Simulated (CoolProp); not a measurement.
Values from CoolProp's reference Helmholtz-energy equation of state, Lemmon 2016.

Question: Give the vapour pressure (bar), enthalpy of vaporisation (kJ/kg), liquid cp (kJ/(kg K)) of saturated R227EA at 210.1, 263.7, 281.5 K.

Answer: 
```tsv
T (K)	p (bar)	enthalpy of vaporisation (kJ/kg)	liquid cp (kJ/(kg K))
210.1	0.0772	150	1.00
263.7	1.35	129	1.09
281.5	2.64	120	1.13
```
